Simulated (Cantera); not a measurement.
A closed system holds: 1 mol B₂H₆, 0.095 mol O₂, 0.36 mol H₂, equilibrated at 44.0 mbar.

These are equilibrium values from Cantera (NASA tables, ideal gas, pure condensed phases), not measurements of a reactor. Candidate condensed phases: B, B₂O₃, B₃O₃H₃, H₂O; 23 gas species. The feed counts by its element totals alone. Mutual solubility and eutectic melting of coexisting phases are not modelled. Gases not in the tables: B₂H₆ and higher boranes. Kinetics and transport are ignored.

Which condensed phases are stable at each of these points (T (K)): 973, 1123, 1273, 1423, 1573, 1723, 1873, 2023, 2173, 2323?


```json
[
 {"T (K)": "973", "condensed phases": "B(s) + B₂O₃(l)", "B condensed (%)": "99.4"},
 {"T (K)": "1123", "condensed phases": "B(s) + B₂O₃(l)", "B condensed (%)": "99.3"},
 {"T (K)": "1273", "condensed phases": "B(s) + B₂O₃(l)", "B condensed (%)": "99.1"},
 {"T (K)": "1423", "condensed phases": "B(s) + B₂O₃(l)", "B condensed (%)": "97.9"},
 {"T (K)": "1573", "condensed phases": "B(s)", "B condensed (%)": "90.9"},
 {"T (K)": "1723", "condensed phases": "B(s)", "B condensed (%)": "90.7"},
 {"T (K)": "1873", "condensed phases": "B(s)", "B condensed (%)": "90.5"},
 {"T (K)": "2023", "condensed phases": "B(s)", "B condensed (%)": "90.4"},
 {"T (K)": "2173", "condensed phases": "B(s)", "B condensed (%)": "90.3"},
 {"T (K)": "2323", "condensed phases": "B(s)", "B condensed (%)": "90.0"}
]
```

From 973 K to 1423 K the condensed part is B(s) + B₂O₃(l). From 1573 K to 2323 K the condensed part is B(s).
